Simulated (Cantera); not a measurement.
What does this Cantera script print?

```python
import numpy as np
import cantera as ct

gas_names = """
    H HO2 H2 H2O H2O2 Nb NbO NbO2 O OH O2 O3
""".split()
cond_names = """
    H2O(s) H2O(L) Nb(cr) Nb(L) NbO(s) NbO(L) NbO2(I) NbO2(II) NbO2(III) NbO2(L) Nb2O5(s) Nb2O5(L)
""".split()


# ... load() reads the species with a 1 bar reference pressure and builds the phases ...
atoms = {
    'Nb2O5': {'Nb': 2, 'O': 5},
    'H2': {'H': 2},
}
top_T = {}  # K; cautious upper limits of use, not melting points


# ... equilibrate(T, P, feed) seeds the gas with the atoms and calls Mixture.equilibrate('TP', solver="vcs", rtol=1e-11, max_steps=5000) ...
results = []
T = 2198.15  # K
P = 26000  # Pa
for m in [210, 250, 300, 350, 420, 500, 600, 720, 860, 1000]:
    feed = {'Nb2O5': 1, 'H2': m}  # mol
    mix = equilibrate(T, P, feed)
    results.append((T, P, feed, dict(zip(mix.species_names, mix.species_moles))))
    x = sorted(zip(gas.X, gas.species_names), reverse=True)
    print(f"T = {T:g} K  P = {P:g} Pa  n(H2) = {m:g} mol  gas = {mix.phase_moles(0):.4g} mol")
    print("   x: " + "  ".join(f"{s} {v:.3e}" for v, s in x if v > 1e-05))
    print("   condensed (mol): " + ("  ".join(f"{mix.phase(i).name} {mix.phase_moles(i):.4g}"
          for i in range(1, mix.n_phases) if mix.phase_moles(i) > 1e-12) or "none"))
```

Result:

```
T = 2198.15 K  P = 26000 Pa  n(H2) = 210 mol  gas = 211.2 mol
   x: H2 9.750e-01  H2O 1.397e-02  H 1.079e-02  NbO2 2.114e-04  OH 2.152e-05  NbO 1.462e-05
   condensed (mol): NbO(s) 1.952
T = 2198.15 K  P = 26000 Pa  n(H2) = 250 mol  gas = 251.4 mol
   x: H2 9.772e-01  H2O 1.174e-02  H 1.081e-02  NbO2 1.771e-04  OH 1.806e-05  NbO 1.462e-05
   condensed (mol): NbO(s) 1.952
T = 2198.15 K  P = 26000 Pa  n(H2) = 300 mol  gas = 301.7 mol
   x: H2 9.792e-01  H 1.082e-02  H2O 9.782e-03  NbO2 1.473e-04  OH 1.504e-05  NbO 1.462e-05
   condensed (mol): NbO(s) 1.951
T = 2198.15 K  P = 26000 Pa  n(H2) = 350 mol  gas = 352 mol
   x: H2 9.806e-01  H 1.082e-02  H2O 8.385e-03  NbO2 1.261e-04  NbO 1.462e-05  OH 1.288e-05
   condensed (mol): NbO(s) 1.95
T = 2198.15 K  P = 26000 Pa  n(H2) = 420 mol  gas = 422.3 mol
   x: H2 9.821e-01  H 1.083e-02  H2O 6.988e-03  NbO2 1.049e-04  NbO 1.462e-05  OH 1.072e-05
   condensed (mol): NbO(s) 1.95
T = 2198.15 K  P = 26000 Pa  n(H2) = 500 mol  gas = 502.8 mol
   x: H2 9.832e-01  H 1.084e-02  H2O 5.870e-03  NbO2 8.806e-05  NbO 1.462e-05
   condensed (mol): NbO(s) 1.948
T = 2198.15 K  P = 26000 Pa  n(H2) = 600 mol  gas = 603.3 mol
   x: H2 9.842e-01  H 1.084e-02  H2O 4.892e-03  NbO2 7.331e-05  NbO 1.462e-05
   condensed (mol): NbO(s) 1.947
T = 2198.15 K  P = 26000 Pa  n(H2) = 720 mol  gas = 724 mol
   x: H2 9.850e-01  H 1.085e-02  H2O 4.076e-03  NbO2 6.104e-05  NbO 1.462e-05
   condensed (mol): NbO(s) 1.945
T = 2198.15 K  P = 26000 Pa  n(H2) = 860 mol  gas = 864.8 mol
   x: H2 9.856e-01  H 1.085e-02  H2O 3.468e-03  NbO2 5.190e-05  NbO 1.462e-05
   condensed (mol): Nb(cr) 0.0487  NbO(s) 1.894
T = 2198.15 K  P = 26000 Pa  n(H2) = 1000 mol  gas = 1006 mol
   x: H2 9.856e-01  H 1.085e-02  H2O 3.468e-03  NbO2 5.190e-05  NbO 1.462e-05
   condensed (mol): Nb(cr) 0.545  NbO(s) 1.388
```

Method: chemical equilibrium by Gibbs-energy minimisation in Cantera with the NASA 1993 tables (ideal gas, pure condensed phases). Mutual solubility and eutectic melting of coexisting phases are not modelled. NbO: taken at fixed stoichiometry. Condensed phases not in the tables: N, O or C dissolved in the metal.
